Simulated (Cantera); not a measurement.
A Cantera script and its output.

```python
import numpy as np
import cantera as ct

gas = ct.Solution("gri30.yaml")
gas.TP = 300, 100000
flame = ct.CounterflowDiffusionFlame(gas, width=0.02)
flame.fuel_inlet.X, flame.fuel_inlet.T = {'CH4': 1, 'CO': 0.048}, 300
flame.oxidizer_inlet.X, flame.oxidizer_inlet.T = {'O2': 0.22, 'N2': 0.78}, 575
flame.set_refine_criteria(ratio=3, slope=0.12, curve=0.24, prune=0.03)
show = ['OH', 'H', 'NO', 'CO', 'C2H2']

rows = []
print(f"{'mdot':>8s}{'a_max':>10s}{'a_mean':>10s}{'Tmax/K':>9s}" + "".join(f"{s:>11s}" for s in show) + "   (peak mole fractions)")
for i, mdot in enumerate([0.25, 0.35, 0.48, 0.66, 0.91, 1.3, 1.7, 2.4, 3.3]):  # kg/m2/s on the oxidiser side
    flame.oxidizer_inlet.mdot, flame.fuel_inlet.mdot = mdot, 1.2 * mdot
    flame.solve(loglevel=0, auto=(i == 0))
    if flame.T.max() < max(300, 575) + 100:
        print(f"{mdot:8.3g}  no burning solution found from the previous one")
        break
    dT = np.abs(np.gradient(flame.T, flame.grid))
    rows.append([flame.strain_rate("max"), flame.strain_rate("mean"), flame.T.max(),
                 *(flame.X[gas.species_index(s)].max() for s in show), max(dT[0], dT[-1]) / dT.max()])
    print(f"{mdot:8.3g}{rows[-1][0]:10.1f}{rows[-1][1]:10.1f}{rows[-1][2]:9.1f}" + "".join(f"{x:11.3e}" for x in rows[-1][3:-1]))
```

It prints:

```
    mdot     a_max    a_mean   Tmax/K         OH          H         NO         CO       C2H2   (peak mole fractions)
    0.25     221.2      43.2   2183.5  9.698e-03  4.920e-03  3.317e-04  6.590e-02  1.499e-02
    0.35     297.5      60.5   2167.3  9.626e-03  5.133e-03  3.045e-04  6.469e-02  1.406e-02
    0.48     395.0      83.0   2153.5  9.555e-03  5.333e-03  2.783e-04  6.386e-02  1.330e-02
    0.66     527.7     114.1   2140.2  9.473e-03  5.539e-03  2.505e-04  6.326e-02  1.260e-02
    0.91     708.7     157.4   2126.0  9.348e-03  5.729e-03  2.199e-04  6.285e-02  1.185e-02
     1.3     984.3     224.8   2105.7  9.065e-03  5.863e-03  1.816e-04  6.252e-02  1.086e-02
     1.7    1261.7     294.0   2086.3  8.752e-03  5.890e-03  1.505e-04  6.236e-02  9.965e-03
     2.4    1740.3     415.1   2058.2  8.226e-03  5.825e-03  1.111e-04  6.245e-02  8.656e-03
     3.3    2347.8     570.7   2023.0  7.504e-03  5.551e-03  7.457e-05  6.273e-02  7.092e-03
```

Detailed kinetics in Cantera: GRI-Mech 3.0 (53 species, 325 reactions). GRI-Mech 3.0 has no aromatics or soot, which form on the fuel side of real flames. The maximum strain rate includes the flame's own expansion and is several times the mean.
